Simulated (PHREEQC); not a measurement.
A made-up water analysis in mg/kgw, 20 °C, pH 6.9, pe -0.6: Na 2.08; K 1.41; Ca 5.87; Mg 0.0958; Cl 6.94; S(6) as SO4 0.402; Alkalinity as HCO3 13.6; Br 0.00475; Sr 0.164; Fe(2) 0.144; Si as SiO2 0.408; Mn(2) 0.0403; N(-3) as NH4 0.0054.

Valence states are taken as typed.

All values are PHREEQC results (ion-association model, phreeqc.dat), not measurements.

```csv
quantity,before,after
HCO3- (mol/kgw),0.000222,0.000222
CO2 (mol/kgw),6.56e-5,5.28e-5
CaHCO3+ (mol/kgw),3.41e-7,4.52e-7
CaSO4 (mol/kgw),8.23e-8,9.69e-8
CO3-2 (mol/kgw),8.07e-8,1.22e-7
FeHCO3+ (mol/kgw),5.03e-8,4.95e-8
SI of Quartz (SiO2),-1.11,-1.46
SI of Siderite (FeCO3),-1.93,-1.61
```

Name the change that produced these shifts.
(A) Br from 0.00475 to 0.0142 mg/kgw
(B) all concentrations times 3 at the same typed pH
(C) temperature from 20 to 45 °C at the same typed pH
(D) pH from 6.9 to 6.6 at the same alkalinity
(E) Fe(2) from 0.144 to 0.432 mg/kgw

C, temperature from 20 to 45 °C at the same typed pH

No solid was allowed to form. At this temperature some constants are extrapolated from 25 °C, and those without enthalpy data are left unchanged.
